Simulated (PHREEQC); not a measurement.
Dissolve 0.045 mol/kgw H3PO4, 5e-05 mol/kgw K2HPO4 and 0.00033 mol/kgw ZnSO4 at 25 °C. Closed to the air; pH follows from the charge balance.

Computed with PHREEQC (ion-association model, wateq4f.dat).

Question: The ionic strength comes out as 0.0169 mol/kgw. What activity coefficients do Zn+2, HSO4-, H+, H2PO4-, SO4-2 get?

Answer: Zn+2 0.62, HSO4- 0.88, H+ 0.90, H2PO4- 0.88, SO4-2 0.60.

This is a speciation only: nothing precipitates in the calculation. Species that the database lacks are ignored. H3PO4, which wateq4f.dat lacks, is added to it with the constant of phreeqc.dat. The database has no phosphate complexes of Zn.
